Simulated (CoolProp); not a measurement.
Vapour-liquid equilibrium of n-butane (1) + n-decane (2) at 370.6 K; x and y are mole fractions of (1).

Model: multi-fluid Helmholtz-energy mixture model, Bücker 2006 and Lemmon 2006; pair parameters Kunz 2012, in CoolProp.

| x | bubble pressure, mixture model (MPa) | bubble pressure, Raoult's law (MPa) | y, mixture model | y, Raoult's law |
|---|---|---|---|---|
| 0.05 | 0.07507 | 0.08078 | 0.886 | 0.898 |
| 0.2 | 0.2698 | 0.2972 | 0.969 | 0.977 |
| 0.35 | 0.4633 | 0.5136 | 0.983 | 0.989 |
| 0.5 | 0.6610 | 0.7300 | 0.989 | 0.994 |
| 0.65 | 0.8682 | 0.9464 | 0.993 | 0.997 |
| 0.8 | 1.093 | 1.163 | 0.996 | 0.999 |
| 0.95 | 1.352 | 1.379 | 0.999 | 1.000 |

The largest gap from Raoult's law is -9.8 % in bubble pressure, at x = 0.35. No azeotrope shows between x = 0.05 and 0.95.

Pair parameters are fitted to limited data, so mixtures are less certain than the pure fluids.
